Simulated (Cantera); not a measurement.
Input: 1 mol AlCl3, 6.3 mol HCl, 210 mol H2, 36 mol NH3, at 1050 °C and 133 Pa.

These are equilibrium values from Cantera (NASA tables, ideal gas, pure condensed phases), not measurements of a reactor. Candidate condensed phases: Al, AlCl3, AlN, NH4Cl; 20 gas species. The tables' values for AlCl2 are old estimates; treat these amounts as uncertain. Rates play no part.

Base state: H2 0.909, N2 0.0619, HCl 0.0262, AlCl3 0.00133, AlCl 0.00130, AlCl2 0.000323, H 4.15e-5 (mole fractions); condensed: AlN(s).

### Question
What changes in the equilibrium state with this change: temperature from 1050 °C to 1852 °C?

### Answer
```csv
species,before,after
H2,0.909,0.820
H,4.15e-5,0.0901
N2,0.0619,0.0591
HCl,0.0262,0.0255
AlCl,0.00130,0.00303
Al,5.47e-9,0.000248
AlCl3,0.00133,3.44e-8
"AlN(s), mol",0.144,0
```
